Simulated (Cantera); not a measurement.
Input: 1 mol (CH₃)₂SiCl₂, 0.02 mol C₃H₈, 1900 mol H₂, at 0.120 bar.

Method: chemical equilibrium by Gibbs-energy minimisation in Cantera with the NASA 1993 tables (ideal gas, pure condensed phases). Candidate condensed phases: C, C₆H₆, C₇H₈, C₈H₁₈, Si, SiC; 109 gas species. The feed counts by its element totals alone. Equilibrium is a limit: real reactors are often held back by kinetics, nucleation or transport.

**Question.** Which condensed phases are stable at each of these points (T (K)): 1373, 1423, 1473, 1523, 1573, 1623, 1673, 1723, 1773, 1823, 1873, 1923, 1973?

**Answer.** 
```json
[
 {"T (K)": "1373", "condensed phases": "SiC(s)", "Si condensed (%)": "100.0"},
 {"T (K)": "1423", "condensed phases": "C(graphite) + SiC(s)", "Si condensed (%)": "100.0"},
 {"T (K)": "1473", "condensed phases": "C(graphite) + SiC(s)", "Si condensed (%)": "100.0"},
 {"T (K)": "1523", "condensed phases": "C(graphite) + SiC(s)", "Si condensed (%)": "100.0"},
 {"T (K)": "1573", "condensed phases": "C(graphite) + SiC(s)", "Si condensed (%)": "100.0"},
 {"T (K)": "1623", "condensed phases": "C(graphite) + SiC(s)", "Si condensed (%)": "100.0"},
 {"T (K)": "1673", "condensed phases": "C(graphite) + SiC(s)", "Si condensed (%)": "99.9"},
 {"T (K)": "1723", "condensed phases": "C(graphite) + SiC(s)", "Si condensed (%)": "99.9"},
 {"T (K)": "1773", "condensed phases": "C(graphite) + SiC(s)", "Si condensed (%)": "99.8"},
 {"T (K)": "1823", "condensed phases": "C(graphite) + SiC(s)", "Si condensed (%)": "99.5"},
 {"T (K)": "1873", "condensed phases": "SiC(s)", "Si condensed (%)": "98.9"},
 {"T (K)": "1923", "condensed phases": "SiC(s)", "Si condensed (%)": "97.3"},
 {"T (K)": "1973", "condensed phases": "SiC(s)", "Si condensed (%)": "93.6"}
]
```

At 1373 K the condensed part is SiC(s). From 1423 K to 1823 K the condensed part is C(graphite) + SiC(s). From 1873 K to 1973 K the condensed part is SiC(s).
